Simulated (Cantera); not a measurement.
Mixture: 7.75 % CH₄, 19.4 % O₂, 72.9 % N₂, at 2.40 bar, adiabatic and at constant volume. Ignition delay is the time to a rise of 400 K.

Model: GRI-Mech 3.0 (53 species, 325 reactions), integrated in Cantera.

### Question
Predict: delay at 1000 K; delay at 1075 K; delay at 1150 K; delay at 1225 K; delay at 1300 K; delay at 1375 K; delay at 1450 K; apparent activation energy between 1300 and 1450 K.

### Answer
delay at 1000 K: 0.369 s
delay at 1075 K: 0.110 s
delay at 1150 K: 35.8 ms
delay at 1225 K: 12.7 ms
delay at 1300 K: 4.83 ms
delay at 1375 K: 1.98 ms
delay at 1450 K: 0.867 ms
apparent activation energy between 1300 and 1450 K: 180 kJ/mol
